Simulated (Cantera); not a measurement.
## Transport properties of process gases

Gas mixture: 50.5 % CO₂, 49.5 % NO, at 0.00350 bar, frozen composition.

Cantera's kinetic-theory transport with the Lennard-Jones parameters of GRI-Mech 3.0, ideal gas; thermal conductivity in the mixture-averaged form.

```tsv
T (K)	ρ (kg/m³)	cp (J/kg/K)	μ (µPa s)	λ (mW/m/K)	Pr	D (cm²/s) H	D (cm²/s) NH₃	D (cm²/s) NO
400	0.00390	962.2	21.2	28.6	0.713	533	93.0	75.6
500	0.00312	1015	25.3	35.9	0.716	792	142	112
600	0.00260	1062	29.1	43.0	0.719	1090	200	154
700	0.00223	1103	32.6	49.9	0.722	1420	265	201
800	0.00195	1138	35.9	56.5	0.724	1780	337	253
900	0.00173	1168	39.0	62.8	0.725	2180	416	309
```
D: mixture-averaged diffusion coefficient of that species in the mixture.
